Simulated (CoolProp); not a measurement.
Vapour-liquid equilibrium of p-xylene (1) + n-nonane (2) at 339.3 K; x and y are mole fractions of (1).

Values from CoolProp's multi-fluid Helmholtz-energy mixture model, Zhou 2012 and Lemmon 2006; pair parameters Bell 2016.

### Question
Give the bubble pressure and the first vapour's composition at x = 0.05, 0.5, 0.95. Is there an azeotrope?

### Answer
x = 0.05: 0.05536 bar, y = 0.089; x = 0.5: 0.07260 bar, y = 0.623; x = 0.95: 0.08783 bar, y = 0.968. No azeotrope shows between x = 0.05 and 0.95.

Pair parameters are fitted to limited data, so mixtures are less certain than the pure fluids.
